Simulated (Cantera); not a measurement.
A closed system holds: 1 mol CH3SiH3, 0.02 mol C3H8, 400 mol H2, held at 3000 Pa.

Method: chemical equilibrium by Gibbs-energy minimisation in Cantera with the NASA 1993 tables (ideal gas, pure condensed phases). Candidate condensed phases: C, C6H6, C7H8, C8H18, Si, SiC; 87 gas species. The feed counts by its element totals alone. Gases not in the tables: Si2H6 and higher silanes. Rates play no part.

x: gas mole fraction; n: condensed amount in mol.

```json
[
 {"T (K)": "1873", "x H2": "0.996", "x H": "0.00372", "x Si": "…", "x C2H2 (acetylene)": "8.19e-5", "x SiH": "3.06e-6", "x Si2C": "2.93e-7", "n SiC(s)": "0.990"},
 {"T (K)": "1898", "x H2": "0.995", "x H": "0.00450", "x Si": "…", "x C2H2 (acetylene)": "8.98e-5", "x SiH": "4.64e-6", "x Si2C": "5.35e-7", "n SiC(s)": "0.983"},
 {"T (K)": "1923", "x H2": "0.994", "x H": "0.00542", "x Si": "…", "x C2H2 (acetylene)": "0.000101", "x SiH": "6.87e-6", "x Si2C": "9.49e-7", "n SiC(s)": "0.974"},
 {"T (K)": "1948", "x H2": "0.993", "x H": "0.00650", "x Si": "…", "x C2H2 (acetylene)": "0.000117", "x SiH": "9.90e-6", "x Si2C": "1.63e-6", "n SiC(s)": "0.961"},
 {"T (K)": "1973", "x H2": "0.992", "x H": "0.00776", "x Si": "…", "x C2H2 (acetylene)": "0.000139", "x SiH": "1.39e-5", "x Si2C": "2.72e-6", "n SiC(s)": "0.943"},
 {"T (K)": "1998", "x H2": "0.990", "x H": "0.00922", "x Si": "…", "x C2H2 (acetylene)": "0.000169", "x SiH": "1.91e-5", "x Si2C": "4.42e-6", "n SiC(s)": "0.917"},
 {"T (K)": "2023", "x H2": "0.989", "x H": "0.0109", "x Si": "…", "x C2H2 (acetylene)": "0.000209", "x SiH": "2.57e-5", "x Si2C": "7.01e-6", "n SiC(s)": "0.882"},
 {"T (K)": "2048", "x H2": "0.986", "x H": "0.0128", "x Si": "…", "x C2H2 (acetylene)": "0.000263", "x SiH": "3.41e-5", "x Si2C": "1.09e-5", "n SiC(s)": "0.836"},
 {"T (K)": "2073", "x H2": "0.984", "x H": "0.0151", "x Si": "…", "x C2H2 (acetylene)": "0.000333", "x SiH": "4.44e-5", "x Si2C": "1.66e-5", "n SiC(s)": "0.774"},
 {"T (K)": "2098", "x H2": "0.981", "x H": "0.0176", "x Si": "…", "x C2H2 (acetylene)": "0.000425", "x SiH": "5.72e-5", "x Si2C": "2.49e-5", "n SiC(s)": "0.691"},
 {"T (K)": "2123", "x H2": "0.978", "x H": "0.0205", "x Si": "…", "x C2H2 (acetylene)": "0.000542", "x SiH": "7.29e-5", "x Si2C": "3.67e-5", "n SiC(s)": "0.583"},
 {"T (K)": "2148", "x H2": "0.974", "x H": "0.0238", "x Si": "…", "x C2H2 (acetylene)": "0.000693", "x SiH": "9.21e-5", "x Si2C": "5.36e-5", "n SiC(s)": "0.442"}
]
```

Q: Complete the blanks.

A: 
- 1873, x Si: 1.90e-5
- 1898, x Si: 3.08e-5
- 1923, x Si: 4.86e-5
- 1948, x Si: 7.46e-5
- 1973, x Si: 0.000111
- 1998, x Si: 0.000163
- 2023, x Si: 0.000232
- 2048, x Si: 0.000326
- 2073, x Si: 0.000450
- 2098, x Si: 0.000612
- 2123, x Si: 0.000824
- 2148, x Si: 0.00110
